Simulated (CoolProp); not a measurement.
Vapour-liquid equilibrium of propylene (1) + n-heptane (2) at 0.134 MPa; x and y are mole fractions of (1).

Values from CoolProp's multi-fluid Helmholtz-energy mixture model, Lemmon 2013 and Span 2003; pair parameters Bell 2016.

Give the bubble temperature and the first vapour's composition at x = 0.275, 0.35, 0.8. Is there an azeotrope?

x = 0.275: 261.3 K, y = 0.996; x = 0.35: 253.5 K, y = 0.998; x = 0.8: 236.3 K, y = 1.000. No azeotrope shows between x = 0.05 and 0.95.

The pair parameters rest on a limited set of measurements; away from them the model extrapolates. The gap from Raoult's law changes sign with composition, which may be real or a fault of the pair parameters; it wasn't checked against measurements.
